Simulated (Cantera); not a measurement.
Cantera run:

```python
import numpy as np
import cantera as ct

gas_names = """
    B BH BH2 BH3 BN B2 H H2 N NH NH2 NH3 N2 N2H2 N2H4
""".split()
cond_names = """
    B(b) B(L) BN(s)
""".split()


# ... load() reads the species with a 1 bar reference pressure and builds the phases ...
atoms = {
    'borazine': {'B': 3, 'N': 3, 'H': 6},
    'N2': {'N': 2},
}
top_T = {'BN(s)': 3200}  # K; cautious upper limits of use, not melting points


# ... equilibrate(T, P, feed) seeds the gas with the atoms and calls Mixture.equilibrate('TP', solver="vcs", rtol=1e-11, max_steps=5000) ...
results = []
feed = {'borazine': 1, 'N2': 2.3}  # mol
P = 140  # Pa
for T in [773, 923, 1073, 1223, 1373, 1523, 1673, 1823, 1973, 2123, 2273, 2423]:
    mix = equilibrate(T, P, feed)
    results.append((T, P, feed, dict(zip(mix.species_names, mix.species_moles))))

top = {s: max(r[3][s] / sum(r[3][g] for g in gas_names) for r in results) for s in gas_names}
cols = sorted((s for s in top if top[s] > 1e-05), key=lambda s: -top[s])[:9]
seen = [c for c in cond_names if any(r[3].get(c, 0) > 1e-12 for r in results)]
print("log10 of partial pressures in bar; condensed amounts in mol")
print(f"{'T/K':>10s}" + "".join(f"{s[:9]:>10s}" for s in cols + seen))
for T, P, feed, n in results:
    ng = sum(n[g] for g in gas_names)
    print(f"{T:10.4g}" + "".join(f"{np.log10(max(n[s] / ng * P / 1e5, 1e-99)):10.3f}" for s in cols)
          + "".join(f"{n.get(c, 0):10.4g}" for c in seen))
```

Output:

```
log10 of partial pressures in bar; condensed amounts in mol
       T/K        H2        N2         H         B       BH2        BH        BN      B(b)      B(L)     BN(s)
       773    -3.101    -3.216   -13.593   -40.795   -25.264   -36.971   -38.807         0         0         3
       923    -3.101    -3.216   -11.162   -31.873   -20.338   -29.368   -30.819         0         0         3
      1073    -3.101    -3.216    -9.404   -25.452   -16.798   -23.901   -25.075         0         0         3
      1223    -3.101    -3.216    -8.072   -20.614   -14.135   -19.785   -20.748         0         0         3
      1373    -3.101    -3.216    -7.028   -16.839   -12.059   -16.576   -17.374         0         0         3
      1523    -3.101    -3.217    -6.187   -13.813   -10.397   -14.006   -14.672         0         0         3
      1673    -3.102    -3.217    -5.495   -11.334    -9.037   -11.902   -12.459         0         0         3
      1823    -3.106    -3.218    -4.916    -9.266    -7.907   -10.150   -10.615         0         0         3
      1973    -3.117    -3.222    -4.429    -7.515    -6.958    -8.670    -9.055         0         0     2.999
      2123    -3.191    -3.178    -4.041    -6.038    -6.232    -7.459    -7.720     1.155         0     1.839
      2273    -3.318    -3.139    -3.735    -5.143    -6.051    -6.825    -6.945     2.956         0         0
      2423    -3.448    -3.177    -3.475    -4.393    -5.946    -6.315    -6.340         0     2.757         0
```

Method: chemical equilibrium by Gibbs-energy minimisation in Cantera with the NASA 1993 tables (ideal gas, pure condensed phases). The feed counts by its element totals alone. Mutual solubility and eutectic melting of coexisting phases are not modelled. The tables' values for BH2 are old estimates; treat these amounts as uncertain.
